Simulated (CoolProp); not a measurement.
R236EA along the isobar 525 kPa: density (kg/m³) from the reference equation and from simpler models built on Tc = 412.4 K, pc = 3414 kPa, ω = 0.368; each cubic takes its own stable root.

The numbers come from the reference Helmholtz-energy equation of state, Rui 2013 in CoolProp.

```csv
T (K),phase,reference
345.4,gas,31.27
349.8,gas,30.68
354.2,gas,30.12
358.7,gas,29.58
363.1,gas,29.07
367.6,gas,28.58
372,gas,28.12
376.5,gas,27.67
380.9,gas,27.24
385.3,gas,26.83
389.8,gas,26.43
394.2,gas,26.06
398.7,gas,25.69
403.1,gas,25.33
407.6,gas,24.99
412,gas,24.66
```

Question: How far does each simpler model (Redlich-Kwong, Peng-Robinson) lie from the reference over these 16 states: mean and median of the absolute difference, and the worst?

Answer: 
- Redlich-Kwong: mean 0.8 %, median 0.7 %, worst -2.0 % at 345.4 K and 525 kPa
- Peng-Robinson: mean 0.4 %, median 0.4 %, worst +0.6 % at 412 K and 525 kPa
